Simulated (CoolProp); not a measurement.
Properties of acetone along the isotherm 276.85 °C (Tc = 235.0 °C, pc = 4.692 MPa, ω = 0.307).

Values from CoolProp's reference Helmholtz-energy equation of state, Lemmon 2006. It is a short technical equation, of lower accuracy than the large ones.

```json
[
 {"p (MPa)": "3.35", "phase": "gas", "density (kg/m³)": "55.45", "cv (kJ/(kg K))": "1.995", "Joule-Thomson coefficient (K/MPa)": "10.08", "isothermal compressibility (1/MPa)": "0.3989"},
 {"p (MPa)": "6.7", "phase": "supercritical", "density (kg/m³)": "185.1", "cv (kJ/(kg K))": "2.223", "Joule-Thomson coefficient (K/MPa)": "10.25", "isothermal compressibility (1/MPa)": "0.3890"},
 {"p (MPa)": "10.1", "phase": "supercritical", "density (kg/m³)": "389.5", "cv (kJ/(kg K))": "2.140", "Joule-Thomson coefficient (K/MPa)": "2.634", "isothermal compressibility (1/MPa)": "0.06769"},
 {"p (MPa)": "13.4", "phase": "supercritical", "density (kg/m³)": "447.1", "cv (kJ/(kg K))": "2.095", "Joule-Thomson coefficient (K/MPa)": "1.198", "isothermal compressibility (1/MPa)": "0.02728"},
 {"p (MPa)": "16.8", "phase": "supercritical", "density (kg/m³)": "480.4", "cv (kJ/(kg K))": "2.077", "Joule-Thomson coefficient (K/MPa)": "0.6956", "isothermal compressibility (1/MPa)": "0.01668"},
 {"p (MPa)": "20.1", "phase": "supercritical", "density (kg/m³)": "503.3", "cv (kJ/(kg K))": "2.067", "Joule-Thomson coefficient (K/MPa)": "0.4451", "isothermal compressibility (1/MPa)": "0.01210"},
 {"p (MPa)": "23.5", "phase": "supercritical", "density (kg/m³)": "521.9", "cv (kJ/(kg K))": "2.062", "Joule-Thomson coefficient (K/MPa)": "0.2854", "isothermal compressibility (1/MPa)": "0.009438"},
 {"p (MPa)": "26.8", "phase": "supercritical", "density (kg/m³)": "536.8", "cv (kJ/(kg K))": "2.058", "Joule-Thomson coefficient (K/MPa)": "0.1793", "isothermal compressibility (1/MPa)": "0.007779"},
 {"p (MPa)": "30.2", "phase": "supercritical", "density (kg/m³)": "550.0", "cv (kJ/(kg K))": "2.056", "Joule-Thomson coefficient (K/MPa)": "0.09933", "isothermal compressibility (1/MPa)": "0.006588"},
 {"p (MPa)": "33.5", "phase": "supercritical", "density (kg/m³)": "561.3", "cv (kJ/(kg K))": "2.055", "Joule-Thomson coefficient (K/MPa)": "0.03993", "isothermal compressibility (1/MPa)": "0.005737"},
 {"p (MPa)": "36.9", "phase": "supercritical", "density (kg/m³)": "571.7", "cv (kJ/(kg K))": "2.055", "Joule-Thomson coefficient (K/MPa)": "-0.008526", "isothermal compressibility (1/MPa)": "0.005065"},
 {"p (MPa)": "40.2", "phase": "supercritical", "density (kg/m³)": "580.8", "cv (kJ/(kg K))": "2.055", "Joule-Thomson coefficient (K/MPa)": "-0.04673", "isothermal compressibility (1/MPa)": "0.004549"},
 {"p (MPa)": "43.6", "phase": "supercritical", "density (kg/m³)": "589.4", "cv (kJ/(kg K))": "2.055", "Joule-Thomson coefficient (K/MPa)": "-0.07936", "isothermal compressibility (1/MPa)": "0.004118"},
 {"p (MPa)": "46.9", "phase": "supercritical", "density (kg/m³)": "597.1", "cv (kJ/(kg K))": "2.055", "Joule-Thomson coefficient (K/MPa)": "-0.1061", "isothermal compressibility (1/MPa)": "0.003772"}
]
```
